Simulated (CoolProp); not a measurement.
A simple Rankine cycle with R236FA: condensing at 300.15 K, boiler at 1.13 MPa, turbine inlet 399 K, turbine efficiency 0.8, pump efficiency 0.7, no recuperator. Each further row changes one setting.

Computed with CoolProp (reference Helmholtz-energy equation of state, Pan 2012).

| case | thermal efficiency (%) | net work (kJ/kg) | heat in (kJ/kg) | turbine exit temperature (K) | volume ratio over the turbine |
|---|---|---|---|---|---|
| as stated | 8.7 | 19.9 | 227 | 369.2 | 3.98 |
| condensing temperature 292.15 K | (withheld) | 23.9 | 237 | 364.1 | (withheld) |
| boiler pressure 0.791 MPa | 6.6 | 15.3 | 231 | 378.1 | (withheld) |
| turbine efficiency 0.7 | 7.6 | (withheld) | 227 | 371.9 | 4.01 |

**Question.** Complete the blanks.

**Answer.** 
- condensing temperature 292.15 K, thermal efficiency (%): 10.1
- condensing temperature 292.15 K, volume ratio over the turbine: 5.19
- boiler pressure 0.791 MPa, volume ratio over the turbine: 2.73
- turbine efficiency 0.7, net work (kJ/kg): 17.3
